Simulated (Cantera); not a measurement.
Feed: 1 mol SiCl₄, 0.61 mol C₃H₈, 33 mol H₂, held at 1400 Pa.

These are equilibrium values from Cantera (NASA tables, ideal gas, pure condensed phases), not measurements of a reactor. Candidate condensed phases: C, C₆H₆, C₇H₈, C₈H₁₈, Si, SiC; 109 gas species. The tables' values for SiCl₃ are old estimates; treat these amounts as uncertain. Kinetics and transport are ignored.

**Question.** At 950 °C, list the 4 most abundant gas species with their mole fractions, and the condensed phases.

**Answer.** H₂ 0.893, HCl 0.106, CH₄ 0.000149, SiCl₂ 5.97e-5. Condensed: C(graphite) + SiC(s).
